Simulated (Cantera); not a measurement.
What does this Cantera script print?

```python
import numpy as np
import cantera as ct

gas = ct.Solution("gri30.yaml")
gas.TPX = 1098, 73000, {'H2': 0.68, 'O2': 1, 'N2': 2.3}
reactor = ct.IdealGasConstPressureReactor(gas, energy="off", clone=False)
net = ct.ReactorNet([reactor])
net.rtol, net.atol = 1e-08, 1e-18
show = ['H2', 'O2', 'O', 'OH', 'N2O']
times = np.geomspace(1e-06, 1, 10)

steps = ct.SolutionArray(gas, extra=["t"])
rows = []
print(f"{'t/s':>10s}{'T/K':>9s}{'P/Pa':>11s}" + "".join(f"{s:>11s}" for s in show))
for t in times:
    while net.time < t:
        t_next = net.step()
        steps.append(gas.state, t=t_next)
    rows.append([np.interp(t, steps.t, y) for y in (steps.T, steps.P, *steps(*show).X.T)])
    print(f"{t:10.3e}{rows[-1][0]:9.1f}{rows[-1][1]:11.4g}" + "".join(f"{x:11.3e}" for x in rows[-1][2:]))
rate = np.gradient(steps.T, steps.t)
print("integrator steps:", len(steps.t))
if steps.T.max() > steps.T[0] + 200:
    print(f"time of steepest temperature rise: {steps.t[rate.argmax()]:.4e} s")
gas.TPX = 1098, 73000, {'H2': 0.68, 'O2': 1, 'N2': 2.3}
gas.equilibrate("TP")
print(f"equilibrium (TP): T = {gas.T:.1f} K  " + "  ".join(f"{s} {gas[s].X[0]:.3e}" for s in show))
```

Output:

```
       t/s      T/K       P/Pa         H2         O2          O         OH        N2O
 1.000e-06   1098.0    7.3e+04  1.709e-01  2.513e-01  2.091e-11  1.473e-11  1.267e-18
 4.642e-06   1098.0    7.3e+04  1.709e-01  2.513e-01  3.092e-10  1.527e-10  5.337e-17
 2.154e-05   1098.0    7.3e+04  1.709e-01  2.513e-01  1.467e-08  6.613e-09  6.800e-15
 1.000e-04   1098.0    7.3e+04  8.044e-02  2.116e-01  6.152e-03  4.099e-03  7.749e-09
 4.642e-04   1098.0    7.3e+04  3.181e-03  1.825e-01  7.716e-05  1.163e-04  4.052e-08
 2.154e-03   1098.0    7.3e+04  1.086e-03  1.817e-01  9.075e-06  2.423e-05  4.651e-08
 1.000e-02   1098.0    7.3e+04  2.342e-04  1.814e-01  1.159e-06  9.432e-06  5.054e-08
 4.642e-02   1098.0    7.3e+04  2.078e-05  1.813e-01  4.876e-08  3.066e-06  5.199e-08
 2.154e-01   1098.0    7.3e+04  2.965e-07  1.813e-01  2.836e-09  1.390e-06  5.185e-08
 1.000e+00   1098.0    7.3e+04  6.783e-10  1.813e-01  1.141e-09  9.211e-07  5.007e-08
integrator steps: 1497
equilibrium (TP): T = 1098.0 K  H2 6.483e-10  O2 1.813e-01  O 1.190e-09  OH 9.412e-07  N2O 4.020e-09
```

Model: GRI-Mech 3.0 (53 species, 325 reactions), integrated in Cantera. The temperature is held fixed by assumption; the heat of reaction is taken as removed at once.
